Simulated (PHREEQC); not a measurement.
## Cooling-tower water: an equilibrium model

Synthetic water in mg/L, 25 °C, pH 6.23, pe 11:

| constituent | mg/L |
|---|---|
| Na | 15.2 |
| K | 80.3 |
| Ca | 161 |
| Mg | 42.2 |
| Cl | 193 |
| S(6) as SO4 | 292 |
| Alkalinity as HCO3 | 147 |
| Pb | 4.89 |
| Sr | 1.6 |
| F | 1.56 |
| Ni | 0.74 |

Na is adjusted to close the charge balance.
Valence states are taken as typed.

Model: ion-association model, wateq4f.dat, run in PHREEQC.

The ionic strength is 0.0194 mol/kgw.

| species | molality | activity | log γ |
|---|---|---|---|
| Cl- | 0.00545 | 0.00473 | -0.061 |
| Ca+2 | 0.00343 | 0.00203 | -0.228 |
| CO2 | 0.00265 | 0.00266 | 0.002 |
| HCO3- | 0.00229 | 0.00201 | -0.057 |
| SO4-2 | 0.00223 | 0.00130 | -0.232 |
| K+ | 0.00204 | 0.00177 | -0.061 |
| Mg+2 | 0.00145 | 0.000865 | -0.223 |
| CaSO4 | 0.000526 | 0.000528 | 0.002 |
| Na+ | 0.000344 | 0.000301 | -0.059 |
| MgSO4 | 0.000263 | 0.000264 | 0.002 |
| F- | 7.64e-5 | 6.64e-5 | -0.061 |
| CaHCO3+ | 5.92e-5 | 5.21e-5 | -0.056 |
| MgHCO3+ | 2.34e-5 | 2.03e-5 | -0.060 |
| KSO4- | 1.85e-5 | 1.62e-5 | -0.057 |

No solid was allowed to form. Saturation is exceeded, for instance for Cerrusite; the values hold only as long as no solid forms. The database's nickel carbonate constants are estimates that later reviews lower a good deal.
